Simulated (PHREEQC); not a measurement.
Nickel, zinc or cadmium bath

A solution holds 0.002 mol/kgw CdCl2, 0.0047 mol/kgw Na2SO4 and 0.027 mol/kgw FeSO4, at 90 °C. Closed to the air; pH follows from the charge balance.

Model: ion-association model, phreeqc.dat, run in PHREEQC.

This is a speciation only: nothing precipitates in the calculation.

Question: Estimate the pH, density, specific conductance.

Answer: pH 5.35; density 0.970 g/cm³; specific conductance 9810 µS/cm.

Question: In which forms is S present?

Answer: SO4-2 50 %, FeSO4 45 %, CdSO4 2.6 %, NaSO4- 1.2 %, Cd(SO4)2-2 0.7 % of the S.

Away from 25 °C the constants follow the database's enthalpies or fits; those with neither stay at their 25 °C values.
